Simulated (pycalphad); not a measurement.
An equivalent pycalphad script:

```python
from pycalphad import Database, equilibrium, calculate, variables as v
import numpy as np
db = Database('COST507.tdb')
comps = ['AL', 'MG', 'MN', 'SI', 'VA']
phases = ['AL11MN4', 'AL12MN', 'AL4MN', 'AL6MN', 'AL8MN5_D810', 'ALMGMN_T', 'ALMG_BETA', 'ALMG_EPS', 'ALMG_GAMMA', 'ALMNSI_ALPHA', 'ALMNSI_BETA', 'ALMNSI_DELTA', 'BCC_A2', 'CBCC_A12', 'CUB_A13', 'DIAMOND_A4', 'FCC_A1', 'HCP_A3', 'LIQUID', 'MG2SI', 'MN11SI19', 'MN3SI', 'MN5SI3', 'MN6SI', 'MN9SI2', 'MNSI']
eq = equilibrium(db, comps, phases, {v.X('MG'): 0.0066, v.X('MN'): 0.0024, v.X('SI'): 0.019, v.T: np.arange(1650, 349, -25), v.P: 101325, v.N: 1}, output=['HM', 'SM'])
```

CALPHAD calculation (pycalphad, COST 507 light-alloy database (1999)), 1 atm. No gas phase is included, though pure Mg would boil below 1650 K. The database dates from 1999; later assessments differ in places, in temperatures and in the compounds included. The system is extrapolated from its subsystems; higher-order compounds may be missing. Amounts are mole fractions of atoms. Diffusion is slow at the low end, where real alloys seldom reach equilibrium.

Results at three of the temperatures:

```
T = 1425.00 K, P = 101325 Pa, N = 1 mol of atoms
G = -78037 J/mol, H = 44649 J/mol, S = 86.10 J/(mol K)  (SER reference)
chemical potentials (J/mol): Al -76829, Mg -142156, Mn -182965, Si -104297
phase             fraction      x(Al)      x(Mg)      x(Mn)      x(Si)
LIQUID              1.0000     0.9720     0.0066     0.0024     0.0190
```

```
T = 1150.00 K, P = 101325 Pa, N = 1 mol of atoms
G = -55262 J/mol, H = 35930 J/mol, S = 79.30 J/(mol K)  (SER reference)
chemical potentials (J/mol): Al -54327, Mg -109074, Mn -152383, Si -72154
phase             fraction      x(Al)      x(Mg)      x(Mn)      x(Si)
LIQUID              1.0000     0.9720     0.0066     0.0024     0.0190
```

```
T = 700.00 K, P = 101325 Pa, N = 1 mol of atoms
G = -25230 J/mol, H = 10509 J/mol, S = 51.06 J/(mol K)  (SER reference)
chemical potentials (J/mol): Al -24905, Mg -57264, Mn -130174, Si -17484
phase             fraction      x(Al)      x(Mg)      x(Mn)      x(Si)
FCC_A1              0.9679     0.9943     0.0021   2.91e-05     0.0035
ALMNSI_ALPHA        0.0136     0.7010       none     0.1739     0.1250
DIAMOND_A4          0.0116   2.91e-08       none       none     1.0000
MG2SI               0.0068       none     0.6667       none     0.3333
```

Changes of the phase set, refined by bisection:

```json
[
 {"T (K)": "918.4", "phases above": "LIQUID", "phases below": "FCC_A1 + LIQUID"},
 {"T (K)": "901.2", "phases above": "FCC_A1 + LIQUID", "phases below": "ALMNSI_ALPHA + FCC_A1 + LIQUID"},
 {"T (K)": "835.1", "phases above": "ALMNSI_ALPHA + FCC_A1 + LIQUID", "phases below": "ALMNSI_ALPHA + DIAMOND_A4 + FCC_A1 + LIQUID"},
 {"T (K)": "831.3", "phases above": "ALMNSI_ALPHA + DIAMOND_A4 + FCC_A1 + LIQUID", "phases below": "ALMNSI_ALPHA + DIAMOND_A4 + FCC_A1"},
 {"T (K)": "824.9", "phases above": "ALMNSI_ALPHA + DIAMOND_A4 + FCC_A1", "phases below": "ALMNSI_ALPHA + DIAMOND_A4 + FCC_A1 + MG2SI"}
]
```

Database names, with the compositions (at.%) that they take in these runs: ALMNSI_ALPHA: Al 70-73 Mn 17 Si 10-13; MG2SI: Mg 67 Si 33. FCC_A1 is fcc; DIAMOND_A4 is diamond (Si). An entry "none" or "no" means that the model of the phase leaves that element out.
